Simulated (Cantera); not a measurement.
A closed system holds: 1 mol Fe2O3, 10 mol Cl2, 26 mol N2, equilibrated at 1250 K and 100000 Pa.

Method: chemical equilibrium by Gibbs-energy minimisation in Cantera with the NASA 1993 tables (ideal gas, pure condensed phases). Candidate condensed phases: Fe, FeCl2, FeCl3, FeO, Fe2O3, Fe3O4; 19 gas species. Kinetics and transport are ignored.

Base state: N2 0.709, Cl2 0.192, FeCl3 0.0486, O2 0.0408, FeCl2 0.00561, Cl 0.00342, Fe2Cl6 0.000184, NO 0.000118 (mole fractions); condensed: gas only.

**Question.** What changes in the equilibrium state with this change: temperature from 1250 K to 1575 K?

**Answer.** 
```json
[
 {"species": "N2", "before": "0.709", "after": "0.688"},
 {"species": "Cl2", "before": "0.192", "after": "0.179"},
 {"species": "Cl", "before": "0.00342", "after": "0.0400"},
 {"species": "FeCl3", "before": "0.0486", "after": "0.0256"},
 {"species": "FeCl2", "before": "0.00561", "after": "0.0273"},
 {"species": "O2", "before": "0.0408", "after": "0.0393"},
 {"species": "Fe2Cl6", "before": "0.000184", "after": "3.92e-6"},
 {"species": "ClO", "before": "2.48e-5", "after": "0.000178"},
 {"species": "NO", "before": "0.000118", "after": "0.000701"},
 {"species": "Fe2Cl4", "before": "1.17e-5", "after": "1.73e-5"}
]
```

**Question.** What changes in the equilibrium state with this change: Cl2 from 10 to 38 mol?

**Answer.** 
| species | before | after |
|---|---|---|
| Cl2 | 0.192 | 0.539 |
| N2 | 0.709 | 0.402 |
| FeCl3 | 0.0486 | 0.0288 |
| O2 | 0.0408 | 0.0231 |
| Fe2Cl4 | 1.17e-5 | 1.47e-6 |
| Fe2Cl6 | 0.000184 | 6.46e-5 |
| FeCl2 | 0.00561 | 0.00198 |

**Question.** What changes in the equilibrium state with this change: temperature from 1250 K to 1973 K?

**Answer.** 
```json
[
 {"species": "N2", "before": "0.709", "after": "0.625"},
 {"species": "Cl", "before": "0.00342", "after": "0.199"},
 {"species": "Cl2", "before": "0.192", "after": "0.0900"},
 {"species": "FeCl3", "before": "0.0486", "after": "0.00522"},
 {"species": "FeCl2", "before": "0.00561", "after": "0.0429"},
 {"species": "O2", "before": "0.0408", "after": "0.0345"},
 {"species": "Fe2Cl6", "before": "0.000184", "after": "2.43e-8"},
 {"species": "O", "before": "1.40e-8", "after": "0.000101"}
]
```
